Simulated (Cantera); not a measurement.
Charge: 1 mol AlCl3, 53 mol NH3, 140 mol N2, equilibrated at 0.0100 bar.

Equilibrium computed with Cantera from the NASA thermochemical tables; the gas is ideal and each condensed phase is pure. Candidate condensed phases: Al, AlCl3, AlN, NH4Cl; 20 gas species. The tables' values for AlCl2 are old estimates; treat these amounts as uncertain. Rates play no part.

log p: log10 of the partial pressure in bar; n: condensed amount in mol.

```
T (°C)  log p N2  log p H2  log p HCl  log p H  n AlN(s)
------  --------  --------  ---------  -------  --------
475        -2.17     -2.50      -3.92      [?]     0.983
675        -2.17     -2.50      -3.93      [?]     0.973
875        -2.17     -2.50      -3.93      [?]     0.964
1075       -2.17     -2.50      -3.94      [?]     0.933
1275       -2.17     -2.50      -4.07      [?]     0.205
1475       -2.17     -2.50      -4.10      [?]         0
1675       -2.17     -2.51      -4.10      [?]         0
```

Question: Complete the blanks.

Answer: 
- 475, log p H: -13.79
- 675, log p H: -10.53
- 875, log p H: -8.40
- 1075, log p H: -6.89
- 1275, log p H: -5.76
- 1475, log p H: -4.89
- 1675, log p H: -4.20
